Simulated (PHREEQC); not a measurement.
## Alkaline etch or developer (model solution)

Make-up at 25 °C: 3.1 mmol/kgw KOH, 25 mmol/kgw CO2 and 180 mmol/kgw K3PO4. Closed to the air; pH follows from the charge balance.

Equilibrium calculation in PHREEQC: ion-association model, wateq4f.dat.

Each row changes one thing in this solution. Precipitation was switched off in this run.

```tsv
case	pH	ionic strength (mol/kgw)	PO4-3 (mol/kgw)	HPO4-2 (mol/kgw)	KHPO4- (mol/kgw)	HCO3- (mol/kgw)
as made	11.78	0.978	0.123	0.0490	0.00798	0.000245
diluted 100-fold with water	11.05	0.00769	0.000131	0.00166	1.22e-5	3.18e-5
KOH from 0.0031 to 0.0062 mol/kgw	11.81	0.987	0.125	0.0469	0.00766	0.000230
diluted 10-fold with water	11.68	0.0883	0.00720	0.0104	0.000415	5.52e-5
diluted 5-fold with water	11.76	0.185	0.0186	0.0164	0.00100	7.72e-5
KOH left out	11.76	0.969	0.120	0.0512	0.00830	0.000260
temperature from 25 to 20 °C	11.86	0.982	0.125	0.0472	0.00777	0.000232
temperature from 25 to 80 °C	10.98	0.911	0.0925	0.0770	0.0106	0.000856
```

The ionic strength passes 0.7 mol/kgw, the rough limit of the ion-association models, in as made; KOH from 0.0031 to 0.0062 mol/kgw; KOH left out; temperature from 25 to 20 °C; temperature from 25 to 80 °C. Species that the database lacks are ignored. H3PO4, which wateq4f.dat lacks, is added to it with the constant of phreeqc.dat. At this temperature some constants are extrapolated from 25 °C, and those without enthalpy data are left unchanged.
